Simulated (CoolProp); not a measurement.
Vapour-liquid equilibrium of R1234yf (1) + R227EA (2) at 0.00216 MPa; x and y are mole fractions of (1).

Computed with CoolProp (multi-fluid Helmholtz-energy mixture model, Lemmon 2022 and Lemmon 2016; pair parameters Bell 2016).

| x | bubble temperature (K) | y at the bubble point | dew temperature at overall composition x (K) | liquid density (mol/L) |
|---|---|---|---|---|
| 0.05 | 192.7 | 0.128 | 193.3 | 10.36 |
| 0.2 | 190.1 | 0.411 | 192.1 | 10.67 |
| 0.35 | 188.1 | 0.600 | 190.7 | 10.98 |
| 0.5 | 186.3 | 0.736 | [?] | 11.31 |
| 0.65 | 184.8 | 0.839 | 187.5 | [?] |
| 0.8 | 183.5 | 0.919 | 185.4 | 12.00 |
| 0.95 | [?] | 0.982 | 182.9 | 12.37 |

Question: Complete the blanks.

Answer: 
- 0.5, dew temperature at overall composition x (K): 189.2
- 0.65, liquid density (mol/L): 11.65
- 0.95, bubble temperature (K): 182.2

No azeotrope shows between x = 0.05 and 0.95.

Pair parameters are fitted to limited data, so mixtures are less certain than the pure fluids.
